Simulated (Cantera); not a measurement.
An adiabatic, constant-pressure homogeneous reactor starts with 13.1 % H₂, 18.3 % O₂, 68.6 % N₂, equivalence ratio 0.36, at 1200 K and 36000 Pa.

Cantera simulation using GRI-Mech 3.0 (53 species, 325 reactions); the numbers are that mechanism's predictions, not measurements.

x: mole fraction; the columns are a selection and need not sum to one.

```csv
t (s),T (K),x H₂,x O₂,x OH,x HO₂,x H,x O,x NO₂
6.00e-6,1200,0.131,0.183,5.05e-10,3.67e-9,3.92e-9,8.10e-10,<1e-12
2.66e-5,1200,0.131,0.183,1.51e-8,2.20e-8,9.28e-8,2.69e-8,<1e-12
0.000118,1221,0.108,0.172,0.00194,2.76e-5,0.0113,0.00338,1.74e-12
0.000524,1915,0.00521,0.118,0.0126,6.94e-6,0.00625,0.0114,___
0.00233,2090,0.000892,0.123,0.00646,2.48e-6,0.000362,0.00188,___
0.0103,2110,0.000417,0.124,0.00453,2.63e-6,0.000114,0.000877,___
0.0458,2109,0.000415,0.123,0.00452,2.63e-6,0.000113,0.000874,___
0.203,2108,0.000412,0.123,0.00449,2.61e-6,0.000112,0.000865,___
0.901,2103,0.000400,0.122,0.00438,2.54e-6,0.000106,0.000830,___
4.00,2096,0.000384,0.120,0.00423,2.45e-6,9.99e-5,0.000785,___
```

**Question.** Some entries are withheld; supply them.

**Answer.** 
- 0.000524, x NO₂: 3.88e-9
- 0.00233, x NO₂: 2.37e-8
- 0.0103, x NO₂: 6.18e-8
- 0.0458, x NO₂: 1.73e-7
- 0.203, x NO₂: 6.47e-7
- 0.901, x NO₂: 2.34e-6
- 4.00, x NO₂: 4.63e-6
